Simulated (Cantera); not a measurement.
An isothermal, constant-pressure homogeneous reactor starts with NH3 : H2 = 1 : 0.24 (molar parts), at 1748 K and 0.197 atm. Integrator tolerance rtol = 1e-08.

Cantera simulation using the gas-phase N/H chemistry of the illustrative SiF4/NH3 mechanism in the Surface Chemkin manual (1991); the numbers are that mechanism's predictions, not measurements. Walls and surfaces, which speed up NH3 decomposition in real reactors, are not modelled.

Problem. What does this change do: temperature 1748 to 2400 K?

Solution. 
```csv
quantity,before,after
x(NH3) at 1.00 s,0.546 (gas-phase equilibrium 2.09e-6),7.12e-7 (gas-phase equilibrium 7.08e-7)
x(H2) at 1.00 s,0.381 (gas-phase equilibrium 0.776),0.749 (gas-phase equilibrium 0.749)
x(NH) at 1.00 s,1.72e-6 (gas-phase equilibrium 9.87e-11),7.66e-8 (gas-phase equilibrium 7.62e-8)
x(N2H2) at 1.00 s,1.00e-6 (gas-phase equilibrium <1e-12),<1e-12 (gas-phase equilibrium <1e-12)
x(N) at 1.00 s,6.22e-8 (gas-phase equilibrium 1.48e-11),1.17e-7 (gas-phase equilibrium 1.16e-7)
x(N2H4) at 1.00 s,4.77e-8 (gas-phase equilibrium <1e-12),<1e-12 (gas-phase equilibrium <1e-12)
```

Problem. What does this change do: temperature 1748 to 2348 K?

Solution. 
```json
[
 {"quantity": "x(NH3) at 1.00 s", "before": "0.546 (gas-phase equilibrium 2.09e-6)", "after": "8.44e-7 (gas-phase equilibrium 7.61e-7)"},
 {"quantity": "x(H2) at 1.00 s", "before": "0.381 (gas-phase equilibrium 0.776)", "after": "0.755 (gas-phase equilibrium 0.755)"},
 {"quantity": "x(NH) at 1.00 s", "before": "1.72e-6 (gas-phase equilibrium 9.87e-11)", "after": "5.72e-8 (gas-phase equilibrium 5.16e-8)"},
 {"quantity": "x(N2H2) at 1.00 s", "before": "1.00e-6 (gas-phase equilibrium <1e-12)", "after": "<1e-12 (gas-phase equilibrium <1e-12)"},
 {"quantity": "x(N) at 1.00 s", "before": "6.22e-8 (gas-phase equilibrium 1.48e-11)", "after": "7.57e-8 (gas-phase equilibrium 6.83e-8)"},
 {"quantity": "x(N2H4) at 1.00 s", "before": "4.77e-8 (gas-phase equilibrium <1e-12)", "after": "<1e-12 (gas-phase equilibrium <1e-12)"}
]
```
